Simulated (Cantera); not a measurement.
A closed system holds: 1 mol Pb, 2.7 mol CO, 0.32 mol H₂, equilibrated at 13.0 Pa.

Equilibrium computed with Cantera from the NASA thermochemical tables; the gas is ideal and each condensed phase is pure. Candidate condensed phases: C, C₆H₆, C₇H₈, C₈H₁₈, H₂O, Pb, PbO, PbO₂, Pb₃O₄; 113 gas species. The numbers say what is thermodynamically allowed, not how fast it happens.

log p: log10 of the partial pressure in bar; n: condensed amount in mol.

| T (K) | log p CO | log p Pb | log p H₂ | log p CO₂ | n C(graphite) | n Pb(l) |
|---|---|---|---|---|---|---|
| 773 | -3.95 | -7.64 | -4.85 | -5.51 | 0.0721 | 0.999 |
| 848 | -3.94 | [?] | -4.86 | [?] | [?] | 0.993 |
| 923 | -3.94 | -5.60 | -4.87 | -7.39 | 0.00102 | 0.940 |
| 998 | -3.99 | -4.81 | -4.92 | -8.21 | 0 | 0.591 |
| 1073 | -4.06 | -4.49 | -4.99 | -8.97 | 0 | 0 |
| 1148 | -4.06 | -4.49 | -4.99 | -9.51 | 0 | 0 |
| 1223 | -4.06 | -4.49 | -4.99 | -9.98 | 0 | 0 |
| 1298 | -4.06 | -4.49 | -4.99 | [?] | 0 | 0 |
| 1373 | -4.06 | -4.49 | -4.99 | -10.69 | 0 | 0 |
| 1448 | -4.06 | -4.49 | -4.99 | -10.76 | 0 | 0 |

Task: Fill in the missing entries.

Result: 
- 1298, log p CO₂: -10.39
- 848, log p Pb: -6.52
- 848, log p CO₂: -6.52
- 848, n C(graphite): 0.00735
